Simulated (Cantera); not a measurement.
A perfectly stirred reactor is fed with H₂ : O₂ : N₂ = 0.16 : 1 : 2.1 (molar parts), at 5.40 Torr; it is held at 1200 K, and followed from long to short residence time.

Detailed kinetics in Cantera: GRI-Mech 3.0 (53 species, 325 reactions). Radical loss at walls, strong at low pressure, is not modelled. The temperature is held fixed by assumption; the heat of reaction is taken as removed at once.

### Question
What does this change do: pressure from 5.40 Torr to 20.0 Torr?

### Answer
```tsv
quantity	before	after
x(H₂) at τ = 16.0 s	0.000119	3.35e-5
x(O₂) at τ = 16.0 s	0.288	0.289
x(H₂O) at τ = 16.0 s	0.0497	0.0501
x(N₂O) at τ = 16.0 s	7.14e-9	3.74e-8
x(OH) at τ = 16.0 s	0.000660	0.000276
x(H₂) at τ = 87.0 ms	0.00194	0.000836
x(O₂) at τ = 87.0 ms	0.279	0.286
x(H₂O) at τ = 87.0 ms	0.0413	0.0476
x(N₂O) at τ = 87.0 ms	2.37e-9	1.37e-8
x(OH) at τ = 87.0 ms	0.00256	0.00152
```

### Question
What does this change do: pressure from 5.40 Torr to 3.75 Torr?

### Answer
| quantity | before | after |
|---|---|---|
| x(H₂) at τ = 16.0 s | 0.000119 | 0.000179 |
| x(O₂) at τ = 16.0 s | 0.288 | 0.288 |
| x(H₂O) at τ = 16.0 s | 0.0497 | 0.0495 |
| x(N₂O) at τ = 16.0 s | 7.14e-9 | 4.34e-9 |
| x(OH) at τ = 16.0 s | 0.000660 | 0.000835 |
| x(H₂) at τ = 87.0 ms | 0.00194 | 0.00227 |
| x(O₂) at τ = 87.0 ms | 0.279 | 0.277 |
| x(H₂O) at τ = 87.0 ms | 0.0413 | 0.0397 |
| x(N₂O) at τ = 87.0 ms | 2.37e-9 | 1.50e-9 |
| x(OH) at τ = 87.0 ms | 0.00256 | 0.00274 |
